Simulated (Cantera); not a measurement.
A Cantera script and its output.

```python
import numpy as np
import cantera as ct

gas = ct.Solution("SiF4_NH3_mec.yaml", "gas")
gas.TPX = 2398, 65000, {'NH3': 1, 'N2': 0.82}
reactor = ct.IdealGasConstPressureReactor(gas, energy="off", clone=False)
net = ct.ReactorNet([reactor])
net.rtol, net.atol = 1e-08, 1e-18
show = ['NH3', 'NH2', 'H2', 'H', 'N2']
times = np.geomspace(4e-05, 7, 10)

steps = ct.SolutionArray(gas, extra=["t"])
rows = []
print(f"{'t/s':>10s}{'T/K':>9s}{'P/Pa':>11s}" + "".join(f"{s:>11s}" for s in show))
for t in times:
    while net.time < t:
        t_next = net.step()
        steps.append(gas.state, t=t_next)
    rows.append([np.interp(t, steps.t, y) for y in (steps.T, steps.P, *steps(*show).X.T)])
    print(f"{t:10.3e}{rows[-1][0]:9.1f}{rows[-1][1]:11.4g}" + "".join(f"{x:11.3e}" for x in rows[-1][2:]))
rate = np.gradient(steps.T, steps.t)
print("integrator steps:", len(steps.t))
if steps.T.max() > steps.T[0] + 200:
    print(f"time of steepest temperature rise: {steps.t[rate.argmax()]:.4e} s")
gas.TPX = 2398, 65000, {'NH3': 1, 'N2': 0.82}
gas.equilibrate("TP")
print(f"equilibrium (TP): T = {gas.T:.1f} K  " + "  ".join(f"{s} {gas[s].X[0]:.3e}" for s in show))
```

It prints:

```
       t/s      T/K       P/Pa        NH3        NH2         H2          H         N2
 4.000e-05   2398.0    6.5e+04  5.339e-01  5.615e-03  1.078e-02  5.492e-05  4.494e-01
 1.530e-04   2398.0    6.5e+04  4.892e-01  4.789e-03  5.457e-02  1.837e-04  4.510e-01
 5.850e-04   2398.0    6.5e+04  3.580e-01  3.305e-03  1.824e-01  5.358e-04  4.555e-01
 2.237e-03   2398.0    6.5e+04  1.289e-01  1.526e-03  4.048e-01  1.493e-03  4.631e-01
 8.557e-03   2398.0    6.5e+04  3.389e-03  1.297e-04  5.238e-01  6.214e-03  4.665e-01
 3.272e-02   2398.0    6.5e+04  1.515e-05  1.334e-06  5.210e-01  1.420e-02  4.648e-01
 1.251e-01   2398.0    6.5e+04  3.079e-06  2.714e-07  5.210e-01  1.420e-02  4.648e-01
 4.786e-01   2398.0    6.5e+04  1.952e-06  1.720e-07  5.210e-01  1.420e-02  4.648e-01
 1.830e+00   2398.0    6.5e+04  1.944e-06  1.713e-07  5.210e-01  1.420e-02  4.648e-01
 7.000e+00   2398.0    6.5e+04  1.944e-06  1.713e-07  5.210e-01  1.420e-02  4.648e-01
integrator steps: 1711
equilibrium (TP): T = 2398.0 K  NH3 1.944e-06  NH2 1.713e-07  H2 5.210e-01  H 1.420e-02  N2 4.648e-01
```

Computed with Cantera and the gas-phase N/H chemistry of the illustrative SiF4/NH3 mechanism in the Surface Chemkin manual (1991). Walls and surfaces, which speed up NH3 decomposition in real reactors, are not modelled.
